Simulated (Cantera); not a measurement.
A freely propagating, adiabatic, planar premixed flame of CH4 : CO : O2 : N2 = 1 : 0.12 : 1.72 : 7.9 (molar parts), unburnt at 475 K and 10.0 bar; mixture-averaged transport, grid criteria slope 0.08 and curve 0.16, no radiation.

Detailed kinetics in Cantera: GRI-Mech 3.0 (53 species, 325 reactions). Burning velocities carry a grid error of a few per cent, more on coarse grids.

Problem. How do the results move with these cheaper or finer settings: unity-Lewis-number transport; multicomponent transport; multicomponent+Soret transport; grid criteria slope 0.5, curve 1; grid criteria slope 0.25, curve 0.5; grid criteria slope 0.03, curve 0.06?

Solution. 
```tsv
setting	laminar burning velocity	thermal thickness	peak x(C2H2)	peak x(CH3)	grid points
as above	14.6 cm/s	0.154 mm	0.000698	0.000922	137
unity-Lewis-number transport	10.9 cm/s	0.191 mm	0.000655	0.000807	138
multicomponent transport	14.7 cm/s	0.156 mm	0.000707	0.000929	137
multicomponent+Soret transport	14.8 cm/s	0.153 mm	0.000666	0.000936	141
grid criteria slope 0.5, curve 1	15.8 cm/s	0.167 mm	0.000691	0.000881	35
grid criteria slope 0.25, curve 0.5	15.0 cm/s	0.160 mm	0.000696	0.000908	55
grid criteria slope 0.03, curve 0.06	14.2 cm/s	0.153 mm	0.000701	0.000922	327
```
The base run took roughly 8 core-seconds.
Unity Lewis numbers drop preferential diffusion, which matters most where H2 and H carry the flame; Soret adds thermal diffusion.
